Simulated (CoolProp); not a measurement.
Toluene at several states: density (kg/m³) from the reference equation and from simpler models built on Tc = 318.6 °C, pc = 4126 kPa, ω = 0.266; each cubic takes its own stable root.

Computed with CoolProp (reference Helmholtz-energy equation of state, Lemmon 2006). It is a short technical equation, of lower accuracy than the large ones.

```json
[
 {"T (°C)": "-16.65", "p (kPa)": "4850", "phase": "liquid", "reference": "(withheld)", "van der Waals": "530.9", "Redlich-Kwong": "(withheld)", "Soave-Redlich-Kwong": "796.8", "Peng-Robinson": "(withheld)"},
 {"T (°C)": "-55.75", "p (kPa)": "24.8", "phase": "liquid", "reference": "(withheld)", "van der Waals": "541.4", "Redlich-Kwong": "807.2", "Soave-Redlich-Kwong": "815.5", "Peng-Robinson": "(withheld)"},
 {"T (°C)": "78.05", "p (kPa)": "3020", "phase": "liquid", "reference": "815.0", "van der Waals": "485.6", "Redlich-Kwong": "(withheld)", "Soave-Redlich-Kwong": "(withheld)", "Peng-Robinson": "824.3"},
 {"T (°C)": "335.25", "p (kPa)": "16.5", "phase": "gas", "reference": "0.3009", "van der Waals": "0.3009", "Redlich-Kwong": "0.3009", "Soave-Redlich-Kwong": "0.3009", "Peng-Robinson": "0.3010"}
]
```

Complete the blanks.


- -16.65, reference: 903.7
- -16.65, Redlich-Kwong: 785.2
- -16.65, Peng-Robinson: 893.8
- -55.75, reference: 937.1
- -55.75, Peng-Robinson: 913.8
- 78.05, Redlich-Kwong: 710.6
- 78.05, Soave-Redlich-Kwong: 731.3
